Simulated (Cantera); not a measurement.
What does this Cantera script print?

```python
import numpy as np
import cantera as ct

gas_names = [...]  # 109 gases of nasa_gas.yaml made of C, Cl, H, Si
cond_names = """
    C(gr) C6H6(L) C7H8(L) C8H18(L),n-octa Si(cr) Si(L) SiC(b)
""".split()


# ... load() reads the species with a 1 bar reference pressure and builds the phases ...
atoms = {
    'CH3SiCl3': {'C': 1, 'H': 3, 'Si': 1, 'CL': 3},
    'CH4': {'C': 1, 'H': 4},
    'H2': {'H': 2},
}
top_T = {'C(gr)': 4500, 'SiC(b)': 3050}  # K; cautious upper limits of use, not melting points


# ... equilibrate(T, P, feed) seeds the gas with the atoms and calls Mixture.equilibrate('TP', solver="vcs", rtol=1e-11, max_steps=5000) ...
results = []
T = 1523.15  # K
P = 540  # Pa
for m in [1, 2, 3.7, 7, 13, 25, 47]:
    feed = {'CH3SiCl3': 1, 'CH4': 0.068, 'H2': m}  # mol
    mix = equilibrate(T, P, feed)
    results.append((T, P, feed, dict(zip(mix.species_names, mix.species_moles))))

top = {s: max(r[3][s] / sum(r[3][g] for g in gas_names) for r in results) for s in gas_names}
cols = sorted((s for s in top if top[s] > 1e-06), key=lambda s: -top[s])[:9]
seen = [c for c in cond_names if any(r[3].get(c, 0) > 1e-12 for r in results)]
print("log10 of partial pressures in bar; condensed amounts in mol")
print(f"{'n(H2)':>10s}" + "".join(f"{s[:9]:>10s}" for s in cols + seen))
for T, P, feed, n in results:
    ng = sum(n[g] for g in gas_names)
    print(f"{feed['H2']:10.4g}" + "".join(f"{np.log10(max(n[s] / ng * P / 1e5, 1e-99)):10.3f}" for s in cols)
          + "".join(f"{n.get(c, 0):10.4g}" for c in seen))
```

It prints:

```
log10 of partial pressures in bar; condensed amounts in mol
     n(H2)        H2       HCL     SiCL2     SiCL3     SiCL4         H        CL    SiHCL3 C2H2,acet     C(gr)    SiC(b)
         1    -2.758    -2.465    -3.757    -4.510    -4.789    -6.014    -5.817    -6.031    -7.685    0.2379    0.8301
         2    -2.625    -2.535    -4.030    -4.920    -5.335    -5.948    -5.954    -6.374    -7.552    0.1728    0.8951
       3.7    -2.511    -2.645    -4.362    -5.419    -6.000    -5.891    -6.120    -6.816    -7.438    0.1291    0.9388
         7    -2.418    -2.807    -4.780    -6.044    -6.834    -5.844    -6.329    -7.395    -7.345     0.101    0.9668
        13    -2.356    -3.004    -5.236    -6.728    -7.746    -5.814    -6.557    -8.049    -7.283   0.08557     0.982
        25    -2.317    -3.243    -5.753    -7.505    -8.782    -5.794    -6.815    -8.805    -7.243   0.07651    0.9906
        47    -2.295    -3.492    -6.274    -8.287    -9.824    -5.783    -7.076    -9.576    -7.221   0.07132     0.995
```

Cantera equilibrium calculation (NASA polynomials, part measured and part estimated; ideal gas, pure solids and liquids). The feed counts by its element totals alone. The tables' values for SiCl3 are old estimates; treat these amounts as uncertain.
